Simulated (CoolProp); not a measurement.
R1234ze(Z) along the isobar 2.22 MPa: fugacity coefficient from the reference equation and from simpler models built on Tc = 423.3 K, pc = 3.531 MPa, ω = 0.327; each cubic takes its own stable root.

Computed with CoolProp (reference Helmholtz-energy equation of state, Akasaka 2019).

| T (K) | phase | reference |
|---|---|---|
| 310.1 | liquid | 0.1165 |
| 320.9 | liquid | 0.1578 |
| 331.7 | liquid | 0.2082 |
| 342.6 | liquid | 0.2685 |
| 353.4 | liquid | 0.3380 |
| 364.2 | liquid | 0.4170 |
| 375 | liquid | 0.5048 |
| 385.9 | liquid | 0.6014 |
| 396.7 | liquid | 0.7030 |
| 407.5 | gas | 0.7392 |
| 418.3 | gas | 0.7634 |
| 429.2 | gas | 0.7846 |
| 440 | gas | 0.8032 |

Problem. How far does each simpler model (van der Waals, Soave-Redlich-Kwong, Peng-Robinson) lie from the reference over these 13 states: mean and median of the absolute difference, and the worst?

Solution. 
- van der Waals: mean 66.7 %, median 45.1 %, worst +218.3 % at 310.1 K and 2.22 MPa
- Soave-Redlich-Kwong: mean 4.3 %, median 4.9 %, worst +5.7 % at 353.4 K and 2.22 MPa
- Peng-Robinson: mean 1.7 %, median 2.2 %, worst +2.7 % at 353.4 K and 2.22 MPa

At some of these states van der Waals gives the other phase, because its saturation line lies elsewhere.
